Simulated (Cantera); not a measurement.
Stirred combustor or abatement burner

A perfectly stirred reactor is fed with CH₄ : O₂ : N₂ = 1 : 3.08 : 11.6 (molar parts), equivalence ratio 0.65, at 4.93 atm; it is adiabatic with a 525 K inlet, and is followed from long to short residence time, starting on the burning branch (τ in s: 0.057, 0.024, 0.0099, 0.0041, 0.0017, 0.0007, 0.00029, 0.00012, 5e-05, 2.1e-05).

Model: GRI-Mech 3.0 (53 species, 325 reactions), integrated in Cantera.

```csv
τ (s),T (K),x CH₄,x O₂,x NO,x CH₂CO,x HCN,x HO₂
0.057,1926,5.33e-6,0.0687,6.11e-5,3.75e-10,1.60e-8,1.86e-6
0.024,1924,1.08e-5,0.0687,3.68e-5,1.45e-9,1.84e-8,2.28e-6
0.0099,1921,2.10e-5,0.0688,2.59e-5,5.04e-9,2.30e-8,3.18e-6
0.0041,1915,3.88e-5,0.0690,2.08e-5,1.53e-8,3.11e-8,4.95e-6
0.0017,1905,7.07e-5,0.0693,1.77e-5,4.24e-8,4.45e-8,8.29e-6
0.00070,1888,0.000131,0.0701,1.49e-5,1.13e-7,6.66e-8,1.45e-5
0.00029,1859,0.000251,0.0715,1.18e-5,3.01e-7,1.03e-7,2.58e-5
0.00012,1806,0.000548,0.0747,8.11e-6,9.51e-7,1.67e-7,4.86e-5
5.0e-5,525,0.0638,0.196,<1e-12,<1e-12,<1e-12,<1e-12
2.1e-5,525,0.0638,0.196,<1e-12,<1e-12,<1e-12,<1e-12
```
x: mole fraction; the columns are a selection and need not sum to one.
